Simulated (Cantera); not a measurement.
What does this Cantera script print?

```python
import numpy as np
import cantera as ct

gas = ct.Solution("h2o2.yaml")
gas.TPX = 375, 13332, {'H2': 1, 'O2': 0.833, 'N2': 2.4}
flame = ct.FreeFlame(gas, width=0.16)
flame.set_refine_criteria(ratio=3, slope=0.08, curve=0.16)
flame.transport_model = "mixture-averaged"
flame.solve(loglevel=0, auto=True)
z, T = flame.grid, flame.T
thick = (T[-1] - T[0]) / np.gradient(T, z).max()
show = ['H2', 'O2', 'H2O', 'O', 'H2O2', 'OH']
print(f"laminar burning velocity  {flame.velocity[0] * 100:.3f} cm/s")
print(f"burnt temperature         {T[-1]:.1f} K")
print(f"thermal thickness         {thick * 1e3:.4f} mm")
print(f"grid points               {len(z)}")
z0 = z[flame.heat_release_rate.argmax()]
print(f"{'z/mm':>9s}{'T/K':>9s}{'u/(m/s)':>9s}" + "".join(f"{s:>11s}" for s in show))
rows = []
for k in (-3, -2, -1.5, -1, -0.5, -0.25, 0, 0.25, 0.5, 1, 2, 4, 8):
    zz = z0 + k * thick
    rows.append([k * thick, np.interp(zz, z, T), np.interp(zz, z, flame.velocity),
                 *(np.interp(zz, z, flame.X[gas.species_index(s)]) for s in show)])
    print(f"{rows[-1][0] * 1e3:9.3f}{rows[-1][1]:9.1f}{rows[-1][2]:9.3f}" + "".join(f"{x:11.3e}" for x in rows[-1][3:]))
```

It prints:

```
laminar burning velocity  224.847 cm/s
burnt temperature         2098.5 K
thermal thickness         4.7542 mm
grid points               120
     z/mm      T/K  u/(m/s)         H2         O2        H2O          O       H2O2         OH
  -14.263    375.0    2.248  2.362e-01  1.968e-01  1.876e-14  1.463e-15  7.052e-17  6.824e-18
   -9.508    375.0    2.248  2.362e-01  1.968e-01  3.065e-12  1.705e-13  2.237e-14  7.950e-16
   -7.131    375.0    2.248  2.362e-01  1.968e-01  1.419e-10  5.352e-12  1.317e-12  2.513e-14
   -4.754    375.0    2.248  2.362e-01  1.968e-01  2.573e-08  5.195e-10  3.366e-10  5.993e-12
   -2.377    383.1    2.286  2.320e-01  1.977e-01  2.338e-04  1.283e-06  4.291e-06  1.285e-05
   -1.189    608.2    3.534  1.962e-01  1.949e-01  1.836e-02  1.300e-04  1.971e-05  6.938e-04
    0.000   1028.2    5.781  9.836e-02  1.593e-01  1.017e-01  5.554e-03  1.222e-06  2.380e-03
    1.189   1310.8    7.307  2.890e-02  1.072e-01  1.888e-01  1.563e-02  1.465e-06  7.337e-03
    2.377   1445.3    8.013  1.926e-02  9.585e-02  2.073e-01  1.758e-02  1.009e-06  9.980e-03
    4.754   1586.6    8.724  1.752e-02  9.220e-02  2.166e-01  1.612e-02  5.467e-07  1.256e-02
    9.508   1731.1    9.429  1.492e-02  8.968e-02  2.267e-01  1.313e-02  2.703e-07  1.449e-02
   19.017   1863.2   10.053  1.115e-02  8.808e-02  2.372e-01  9.400e-03  1.447e-07  1.492e-02
   38.033   1969.3   10.542  7.146e-03  8.747e-02  2.468e-01  5.832e-03  8.859e-08  1.354e-02
```

Cantera simulation using the H2/O2 subset of GRI-Mech 3.0, which has no nitrogen chemistry; the numbers are that mechanism's predictions, not measurements. Burning velocities carry a grid error of a few per cent, more on coarse grids. Lean hydrogen flames are cellular in practice and burn faster than this planar one.
